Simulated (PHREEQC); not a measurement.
Make-up at 25 °C: 36 mmol/kgw NaBF4 and 0.22 mmol/kgw NaHCO3. Closed to the air; pH follows from the charge balance.

The numbers come from PHREEQC with the ion-association model, wateq4f.dat.

pH: 2.85
ionic strength: 0.0378 mol/kgw
total alkalinity: -108 meq/kg

```tsv
species	molality	activity	log γ
Na+	0.0362	0.0304	-0.076
BF4-	0.0319	0.0262	-0.086
HF	0.00519	0.00524	0.004
F-	0.00301	0.00250	-0.081
BF3OH-	0.00224	0.00184	-0.086
H+	0.00162	0.00140	-0.063
H3BO3	0.00128	0.00129	0.004
BF2(OH)2-	0.000583	0.000479	-0.086
CO2	0.000220	0.000222	0.004
H2F2	7.09e-5	7.16e-5	0.004
HF2-	6.05e-5	5.02e-5	-0.081
NaF	4.32e-5	4.36e-5	0.004
BF(OH)3-	1.56e-6	1.28e-6	-0.086
HCO3-	8.34e-8	7.04e-8	-0.074
NaHCO3	1.19e-9	1.20e-9	0.004
```

Precipitation was switched off in this run. Complexes and solids missing from the database can't appear. Real BF4- forms and hydrolyses slowly; the run takes it at equilibrium.
